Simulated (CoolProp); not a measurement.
Vapour-liquid equilibrium of ethylene (1) + isobutane (2) at 88 kPa; x and y are mole fractions of (1).

Values from CoolProp's multi-fluid Helmholtz-energy mixture model, Smukala 2000 and Bücker 2006; pair parameters Bell 2016.

```json
[
 {"x": "0.05", "bubble temperature (K)": "235.1", "y at the bubble point": "0.649", "dew temperature at overall composition x (K)": "256.6", "liquid density (mol/L)": "10.94"},
 {"x": "0.125", "bubble temperature (K)": "214.3", "y at the bubble point": "0.897", "dew temperature at overall composition x (K)": "254.6", "liquid density (mol/L)": "11.71"},
 {"x": "0.2", "bubble temperature (K)": "202.3", "y at the bubble point": "0.957", "dew temperature at overall composition x (K)": "252.5", "liquid density (mol/L)": "12.37"},
 {"x": "0.275", "bubble temperature (K)": "194.4", "y at the bubble point": "0.978", "dew temperature at overall composition x (K)": "250.3", "liquid density (mol/L)": "?"},
 {"x": "0.35", "bubble temperature (K)": "188.6", "y at the bubble point": "0.988", "dew temperature at overall composition x (K)": "247.8", "liquid density (mol/L)": "13.62"},
 {"x": "0.425", "bubble temperature (K)": "184.1", "y at the bubble point": "0.993", "dew temperature at overall composition x (K)": "245.2", "liquid density (mol/L)": "14.25"},
 {"x": "0.5", "bubble temperature (K)": "180.5", "y at the bubble point": "?", "dew temperature at overall composition x (K)": "242.2", "liquid density (mol/L)": "14.92"},
 {"x": "0.575", "bubble temperature (K)": "177.5", "y at the bubble point": "0.997", "dew temperature at overall composition x (K)": "238.9", "liquid density (mol/L)": "15.61"},
 {"x": "0.65", "bubble temperature (K)": "175.0", "y at the bubble point": "0.998", "dew temperature at overall composition x (K)": "235.1", "liquid density (mol/L)": "16.34"},
 {"x": "0.725", "bubble temperature (K)": "172.8", "y at the bubble point": "0.999", "dew temperature at overall composition x (K)": "230.5", "liquid density (mol/L)": "17.11"},
 {"x": "0.8", "bubble temperature (K)": "171.0", "y at the bubble point": "0.999", "dew temperature at overall composition x (K)": "224.9", "liquid density (mol/L)": "17.93"},
 {"x": "0.875", "bubble temperature (K)": "169.3", "y at the bubble point": "1.000", "dew temperature at overall composition x (K)": "217.2", "liquid density (mol/L)": "18.79"},
 {"x": "0.95", "bubble temperature (K)": "?", "y at the bubble point": "1.000", "dew temperature at overall composition x (K)": "204.3", "liquid density (mol/L)": "19.71"}
]
```

Some entries are withheld; supply them.


- 0.275, liquid density (mol/L): 12.99
- 0.5, y at the bubble point: 0.995
- 0.95, bubble temperature (K): 167.9

No azeotrope shows between x = 0.05 and 0.95.

Pair parameters are fitted to limited data, so mixtures are less certain than the pure fluids.
